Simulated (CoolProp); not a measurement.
Values from CoolProp's reference Helmholtz-energy equation of state, Lemmon 2016.

For R115, give the phase and the Z, speed of sound (m/s), expansivity (1/kK) at 401.9 K and 1.1 MPa.


- 401.9 K and 1.1 MPa: gas; Z 0.922, speed of sound 142, expansivity 3.29
